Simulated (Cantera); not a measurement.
What does this Cantera script print?

```python
import numpy as np
import cantera as ct

gas_names = """
    H H2 N NH NH2 NH3 N2 N2H2 N2H4 Si SiH SiH2 SiH3 SiH4 SiN Si2 Si2N Si3
""".split()
cond_names = """
    Si(cr) Si(L) Si3N4(a)
""".split()


# ... load() reads the species with a 1 bar reference pressure and builds the phases ...
atoms = {
    'Si3N4': {'Si': 3, 'N': 4},
    'H2': {'H': 2},
}
top_T = {'Si3N4(a)': 2400}  # K; cautious upper limits of use, not melting points


# ... equilibrate(T, P, feed) seeds the gas with the atoms and calls Mixture.equilibrate('TP', solver="vcs", rtol=1e-11, max_steps=5000) ...
results = []
feed = {'Si3N4': 1, 'H2': 1.3}  # mol
T = 1450  # K
for P in [1, 4.2, 18, 75, 320, 1300, 5600, 24000, 100000]:
    mix = equilibrate(T, P, feed)
    results.append((T, P, feed, dict(zip(mix.species_names, mix.species_moles))))

top = {s: max(r[3][s] / sum(r[3][g] for g in gas_names) for r in results) for s in gas_names}
cols = sorted((s for s in top if top[s] > 0.0001), key=lambda s: -top[s])[:8]
seen = [c for c in cond_names if any(r[3].get(c, 0) > 1e-12 for r in results)]
print("log10 of partial pressures in bar; condensed amounts in mol")
print(f"{'P/Pa':>10s}" + "".join(f"{s[:9]:>10s}" for s in cols + seen))
for T, P, feed, n in results:
    ng = sum(n[g] for g in gas_names)
    print(f"{P:10.4g}" + "".join(f"{np.log10(max(n[s] / ng * P / 1e5, 1e-99)):10.3f}" for s in cols)
          + "".join(f"{n.get(c, 0):10.4g}" for c in seen))
```

Result:

```
log10 of partial pressures in bar; condensed amounts in mol
      P/Pa        H2        N2         H        Si    Si(cr)  Si3N4(a)
         1    -5.406    -5.218    -7.727    -8.512     2.999         0
       4.2    -4.605    -4.767    -7.327    -8.512     1.342    0.5525
        18    -3.788    -4.767    -6.918    -8.512    0.2049    0.9317
        75    -3.135    -4.767    -6.592    -8.512   0.04553    0.9848
       320    -2.497    -4.767    -6.273    -8.512   0.01048    0.9965
      1300    -1.887    -4.767    -5.968    -8.512  0.002569    0.9991
      5600    -1.252    -4.767    -5.650    -8.512  0.000595    0.9998
   2.4e+04    -0.620    -4.767    -5.334    -8.512 0.0001378         1
     1e+05    -0.000    -4.767    -5.024    -8.512 3.138e-05         1
```

These are equilibrium values from Cantera (NASA tables, ideal gas, pure condensed phases), not measurements of a reactor. Mutual solubility and eutectic melting of coexisting phases are not modelled.
